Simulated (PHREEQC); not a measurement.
**Acid rinse or clean**

Consider water at 20 °C with 0.007 mol HCl, 0.0064 mol AlCl3 and 3.2e-05 mol CuCl2 per kg of water. Closed to the air; pH follows from the charge balance.

Equilibrium calculation in PHREEQC: ion-association model, wateq4f.dat.

This is a speciation only: nothing precipitates in the calculation.

Task: Predict the pH.

Result: pH 2.22.

Task: In which forms is Cu present?

Result: Cu+2 97 %, CuCl+ 2.7 % of the Cu.
